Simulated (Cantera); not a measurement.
Input (Python, Cantera) and output of one run.

```python
import numpy as np
import cantera as ct

gas_names = [...]  # 47 gases of nasa_gas.yaml made of Cl, H, N, O, Si
cond_names = """
    H2O(s) H2O(L) NH4CL(a) NH4CL(b) Si(cr) Si(L) SiO2(Lqz) SiO2(hqz) SiO2(L) Si2N2O(s) Si3N4(a)
""".split()


# ... load() reads the species with a 1 bar reference pressure and builds the phases ...
atoms = {
    'SiH2Cl2': {'Si': 1, 'H': 2, 'CL': 2},
    'O2': {'O': 2},
    'N2': {'N': 2},
}
top_T = {'Si2N2O(s)': 2100, 'Si3N4(a)': 2400}  # K; cautious upper limits of use, not melting points


# ... equilibrate(T, P, feed) seeds the gas with the atoms and calls Mixture.equilibrate('TP', solver="vcs", rtol=1e-11, max_steps=5000) ...
results = []
T = 750  # K
P = 33  # Pa
for m in [0.19, 0.26, 0.36, 0.49, 0.66, 0.89, 1.2, 1.6, 2.2, 3]:
    feed = {'SiH2Cl2': 1, 'O2': m, 'N2': 9.5}  # mol
    mix = equilibrate(T, P, feed)
    results.append((T, P, feed, dict(zip(mix.species_names, mix.species_moles))))

top = {s: max(r[3][s] / sum(r[3][g] for g in gas_names) for r in results) for s in gas_names}
cols = sorted((s for s in top if top[s] > 1e-05), key=lambda s: -top[s])[:9]
seen = [c for c in cond_names if any(r[3].get(c, 0) > 1e-12 for r in results)]
print("log10 of partial pressures in bar; condensed amounts in mol")
print(f"{'n(O2)':>10s}" + "".join(f"{s[:9]:>10s}" for s in cols + seen))
for T, P, feed, n in results:
    ng = sum(n[g] for g in gas_names)
    print(f"{feed['O2']:10.4g}" + "".join(f"{np.log10(max(n[s] / ng * P / 1e5, 1e-99)):10.3f}" for s in cols)
          + "".join(f"{n.get(c, 0):10.4g}" for c in seen))
```

Output:

```
log10 of partial pressures in bar; condensed amounts in mol
     n(O2)        N2       HCL        O2        H2       H2O       CL2     SiCL4        CL SiO2(Lqz) Si2N2O(s)  Si3N4(a)
      0.19    -3.561    -4.412   -58.351    -4.963   -19.781   -17.665    -5.264   -14.399         0      0.38   0.01998
      0.26    -3.568    -4.231   -40.252    -6.228   -11.997   -16.037    -6.529   -13.585   0.01662    0.4868         0
      0.36    -3.568    -4.233   -40.252    -6.232   -12.000   -16.039    -6.533   -13.586    0.1499    0.4201         0
      0.49    -3.567    -4.237   -40.251    -6.236   -12.005   -16.041    -6.537   -13.587    0.3233    0.3335         0
      0.66    -3.566    -4.241   -40.250    -6.242   -12.010   -16.043    -6.543   -13.588    0.5499    0.2202         0
      0.89    -3.565    -4.247   -40.250    -6.250   -12.018   -16.047    -6.551   -13.590    0.8566   0.06685         0
       1.2    -3.569    -4.313    -5.436   -17.034    -5.395    -5.395   -20.061    -8.264         1         0         0
       1.6    -3.583    -4.350    -4.857   -17.216    -5.287    -5.288   -20.426    -8.210         1         0         0
       2.2    -3.604    -4.387    -4.543   -17.331    -5.246    -5.246   -20.655    -8.190         1         0         0
         3    -3.630    -4.425    -4.334   -17.422    -5.231    -5.232   -20.837    -8.182         1         0         0
```

Method: chemical equilibrium by Gibbs-energy minimisation in Cantera with the NASA 1993 tables (ideal gas, pure condensed phases). N2 is the only nitrogen source here; it is nearly inert below about 1500 K, so the nitride shown seldom forms there in practice.
